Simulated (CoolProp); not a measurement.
Values from CoolProp's reference Helmholtz-energy equation of state, Lemmon 2006. It is a short technical equation, of lower accuracy than the large ones.

Q: Give the vapour pressure (MPa), liquid density (kg/m³), vapour density (kg/m³), enthalpy of vaporisation (kJ/kg) of saturated carbonyl sulfide at -9.45 °C.

A: 
```csv
T (°C),p (MPa),liquid density (kg/m³),vapour density (kg/m³),enthalpy of vaporisation (kJ/kg)
-9.45,0.486,1080,14.5,279
```
